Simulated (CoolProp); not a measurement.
A single-stage vapour-compression cycle with hydrogen sulfide: evaporating at 218.15 K (dew point), condensing at 242.15 K (bubble point), superheat 0 K, subcooling 0 K, compressor efficiency 0.7, no pressure losses. Each further row changes one setting.

The numbers come from the reference Helmholtz-energy equation of state, Lemmon 2006 in CoolProp. It is a short technical equation, of lower accuracy than the large ones.

```
case                              cooling COP  pressure ratio  discharge temperature (K)  refrigerating effect (kJ/kg)  volumetric capacity (kJ/m³)
--------------------------------  -----------  --------------  -------------------------  ----------------------------  ---------------------------
as stated                                5.72            2.79                      306.2                           492                         1250
evaporating temperature 223.15 K         7.56            2.21                      290.5                           496                         1570
condensing temperature 237.15 K          7.38            2.29                      287.8                           502                         1280
subcooling 5 K                           5.83            2.79                      306.2                           502                         1280
superheat 10 K                           5.56            2.79                      320.2                           502                         1220
compressor efficiency 0.6                4.90            2.79                      319.9                           492                         1250
```
